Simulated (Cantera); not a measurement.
A Cantera script and its output.

```python
import numpy as np
import cantera as ct

gas = ct.Solution("gri30.yaml")
gas.TP = 300, 220000
flame = ct.CounterflowDiffusionFlame(gas, width=0.02)
flame.fuel_inlet.X, flame.fuel_inlet.T = {'CH4': 1, 'H2': 1.4, 'N2': 0.44}, 350
flame.oxidizer_inlet.X, flame.oxidizer_inlet.T = {'O2': 0.23, 'N2': 0.77}, 325
flame.set_refine_criteria(ratio=3, slope=0.12, curve=0.24, prune=0.03)
show = ['OH', 'H', 'NO', 'CO', 'C2H2']

rows = []
print(f"{'mdot':>8s}{'a_max':>10s}{'a_mean':>10s}{'Tmax/K':>9s}" + "".join(f"{s:>11s}" for s in show) + "   (peak mole fractions)")
for i, mdot in enumerate([1.3, 2.1, 3.2, 5.1, 8, 13, 20, 31]):  # kg/m2/s on the oxidiser side
    flame.oxidizer_inlet.mdot, flame.fuel_inlet.mdot = mdot, 0.56 * mdot
    flame.solve(loglevel=0, auto=(i == 0))
    if flame.T.max() < max(350, 325) + 100:
        print(f"{mdot:8.3g}  no burning solution found from the previous one")
        break
    dT = np.abs(np.gradient(flame.T, flame.grid))
    rows.append([flame.strain_rate("max"), flame.strain_rate("mean"), flame.T.max(),
                 *(flame.X[gas.species_index(s)].max() for s in show), max(dT[0], dT[-1]) / dT.max()])
    print(f"{mdot:8.3g}{rows[-1][0]:10.1f}{rows[-1][1]:10.1f}{rows[-1][2]:9.1f}" + "".join(f"{x:11.3e}" for x in rows[-1][3:-1]))
```

Output:

```
    mdot     a_max    a_mean   Tmax/K         OH          H         NO         CO       C2H2   (peak mole fractions)
     1.3     409.9      71.4   2345.0  1.172e-02  4.975e-03  3.302e-04  3.633e-02  7.194e-03
     2.1     653.2     115.4   2309.8  1.204e-02  5.590e-03  2.757e-04  3.519e-02  6.707e-03
     3.2     975.9     175.8   2277.5  1.226e-02  6.152e-03  2.374e-04  3.423e-02  6.303e-03
     5.1    1519.2     280.2   2249.0  1.252e-02  6.886e-03  2.053e-04  3.369e-02  6.105e-03
       8    2330.3     439.6   2218.8  1.260e-02  7.639e-03  1.743e-04  3.317e-02  5.930e-03
      13    3689.4     714.4   2182.4  1.244e-02  8.447e-03  1.409e-04  3.278e-02  5.755e-03
      20    5469.8    1099.0   2146.6  1.209e-02  9.140e-03  1.113e-04  3.247e-02  5.521e-03
      31    8167.5    1703.5   2106.5  1.151e-02  9.774e-03  8.266e-05  3.240e-02  5.087e-03
```

Detailed kinetics in Cantera: GRI-Mech 3.0 (53 species, 325 reactions). GRI-Mech 3.0 has no aromatics or soot, which form on the fuel side of real flames. The maximum strain rate includes the flame's own expansion and is several times the mean.
